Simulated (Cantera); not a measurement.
A closed system holds: 1 mol C₆H₆, 0.95 mol NH₃, 0.38 mol N₂, 0.54 mol H₂O, at 1 atm.

Method: chemical equilibrium by Gibbs-energy minimisation in Cantera with the NASA 1993 tables (ideal gas, pure condensed phases). Candidate condensed phases: C, C₆H₆, C₇H₈, C₈H₁₈, H₂O; 136 gas species. Kinetics and transport are ignored.

### Question
What share of the C ends up in condensed phases as a function of T (K), at 600, 800, 1000, 1200, 1400, 1600, 1800, 2000, 2200, 2400, 2600, 2800, 3000?

### Answer
```json
[
 {"T (K)": "600", "C condensed (%)": "65.0", "as": "C(graphite)"},
 {"T (K)": "800", "C condensed (%)": "78.1", "as": "C(graphite)"},
 {"T (K)": "1000", "C condensed (%)": "88.2", "as": "C(graphite)"},
 {"T (K)": "1200", "C condensed (%)": "90.2", "as": "C(graphite)"},
 {"T (K)": "1400", "C condensed (%)": "90.7", "as": "C(graphite)"},
 {"T (K)": "1600", "C condensed (%)": "90.8", "as": "C(graphite)"},
 {"T (K)": "1800", "C condensed (%)": "90.7", "as": "C(graphite)"},
 {"T (K)": "2000", "C condensed (%)": "90.3", "as": "C(graphite)"},
 {"T (K)": "2200", "C condensed (%)": "89.5", "as": "C(graphite)"},
 {"T (K)": "2400", "C condensed (%)": "87.9", "as": "C(graphite)"},
 {"T (K)": "2600", "C condensed (%)": "85.2", "as": "C(graphite)"},
 {"T (K)": "2800", "C condensed (%)": "81.0", "as": "C(graphite)"},
 {"T (K)": "3000", "C condensed (%)": "75.0", "as": "C(graphite)"}
]
```
